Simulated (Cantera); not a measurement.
An isothermal, constant-pressure homogeneous reactor starts with H2 : O2 : H2O = 0.032 : 1 : 0.0027 (molar parts), equivalence ratio 0.016, at 1250 K and 2670 Pa.

Computed with Cantera and GRI-Mech 3.0 (53 species, 325 reactions). Radical loss at walls, strong at low pressure, is not modelled.

One state of this run: x H2 = 0.000304; x O2 = 0.946; x OH = 0.00240; x H2O = 0.0311; x H2O2 = 1.07e-7; x HO2 = 3.86e-6. x: mole fraction; the columns are a selection and need not sum to one.

**Question.** Which value of t (s) does it belong to?
A) 0.000684
B) 0.0654
C) 0.205
D) 0.00669

**Answer.** D, 0.00669
